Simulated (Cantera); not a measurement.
A closed system holds: 1 mol SiH₂Cl₂, a varied amount of H₂, at 1002 °C and 7.50 Torr.

Equilibrium computed with Cantera from the NASA thermochemical tables; the gas is ideal and each condensed phase is pure. Candidate condensed phases: Si; 19 gas species. The tables' values for SiCl₃ are old estimates; treat these amounts as uncertain. Rates play no part.

log p: log10 of the partial pressure in bar; n: condensed amount in mol.

| n(H₂) (mol) | log p H₂ | log p HCl | log p SiCl₂ | log p SiCl₃ | log p SiCl₄ | log p SiHCl₃ | n Si(s) |
|---|---|---|---|---|---|---|---|
| 16 | -2.04 | -3.14 | -3.83 | -4.82 | [?] | -5.28 | 0.681 |
| 31 | -2.02 | -3.33 | -4.23 | -5.41 | [?] | -5.86 | 0.781 |
| 59 | -2.01 | -3.55 | -4.67 | -6.08 | [?] | -6.52 | 0.862 |
| 110 | -2.01 | -3.79 | -5.15 | -6.79 | [?] | -7.24 | 0.918 |
| 220 | -2.00 | -4.07 | -5.71 | -7.63 | [?] | -8.08 | 0.956 |
| 430 | -2.00 | -4.34 | -6.27 | -8.48 | [?] | -8.92 | 0.977 |
| 820 | -2.00 | -4.62 | -6.82 | -9.30 | [?] | -9.74 | 0.988 |

Problem. What belongs in the gaps?

Solution. 
- 16, log p SiCl₄: -4.99
- 31, log p SiCl₄: -5.77
- 59, log p SiCl₄: -6.67
- 110, log p SiCl₄: -7.62
- 220, log p SiCl₄: -8.74
- 430, log p SiCl₄: -9.87
- 820, log p SiCl₄: -10.97
